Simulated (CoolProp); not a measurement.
Model: reference Helmholtz-energy equation of state, Akasaka 2024, in CoolProp.

**Question.** Give the vapour pressure (MPa), liquid density (kg/m³), vapour density (kg/m³), enthalpy of vaporisation (kJ/kg) of saturated R1132(E) at 44.65, 51.65, 58.65 °C.

**Answer.** 
| T (°C) | p (MPa) | liquid density (kg/m³) | vapour density (kg/m³) | enthalpy of vaporisation (kJ/kg) |
|---|---|---|---|---|
| 44.65 | 2.67 | 830 | 97.1 | 177 |
| 51.65 | 3.13 | 792 | 119 | 160 |
| 58.65 | 3.64 | 747 | 148 | 139 |
